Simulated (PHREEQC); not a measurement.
A column of 0.2 m (40 cells, dispersivity 0.007 m, 3600 s a shift, diffusion coefficient 3e-10 m²/s) holds 0.026 eq of the database's cation exchanger X per kg of pore water, first in equilibrium with 2.5 mmol/kgw Na2SO4, 0.44 mmol/kgw CaCl2 and 0.01 mmol/kgw HCl. It is flushed with 0.013 mol LiCl and 1e-05 mol HCl per kg of water, at 15 °C. Values are for the last cell. No CO2 enters from the air. Precipitation was switched off in this run.

Base run: PHREEQC, ion-association model, phreeqc.dat. Each further column changes one thing. The table gives Na in solution (mol/kgw).

```
pore volumes      base  exchange capacity from 0.026 to 0.013 eq/kgw  dispersivity from 0.007 to 0.014 m
------------  --------  --------------------------------------------  ----------------------------------
0              0.00500                                       0.00500                             0.00500
0.6125         0.00520                                       0.00511                             0.00537
1.012          0.00537                                       0.00391                             0.00452
1.613          0.00136                                      0.000608                             0.00158
2.212         0.000188                                       5.28e-5                            0.000425
2.812          2.28e-5                                       3.97e-6                            0.000111
3.212          5.50e-6                                       6.92e-7                             4.53e-5
3.812          6.56e-7                                       5.04e-8                             1.21e-5
4.412          8.03e-8                                       3.74e-9                             3.29e-6
5.013          1.02e-8                                      2.86e-10                             9.21e-7
5.412          2.61e-9                                      5.22e-11                             3.99e-7
6.013         3.49e-10                                      4.19e-12                             1.16e-7
```
